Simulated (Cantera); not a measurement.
Charge: 1 mol NH₃, 8.5 mol H₂O, 11 mol N₂, at 10.0 Torr.

These are equilibrium values from Cantera (NASA tables, ideal gas, pure condensed phases), not measurements of a reactor. Candidate condensed phases: H₂O; 47 gas species. Ions and electrons are included (thermal ionisation). The numbers say what is thermodynamically allowed, not how fast it happens. All values below are at 2750 K.

Base state: N₂ 0.410, H 0.198, H₂O 0.121, H₂ 0.112, O 0.0641, OH 0.0573, O₂ 0.0278, NO 0.00899 (mole fractions); condensed: gas only.

### Question
What changes in the equilibrium state with this change: H₂O from 8.5 to 2.7 mol?

### Answer
```csv
species,before,after
N₂,0.410,0.619
H,0.198,0.166
H₂,0.112,0.0786
H₂O,0.121,0.0512
O₂,0.0278,0.0102
OH,0.0573,0.0291
O,0.0641,0.0389
NO,0.00899,0.00669
N,1.33e-5,1.64e-5
```
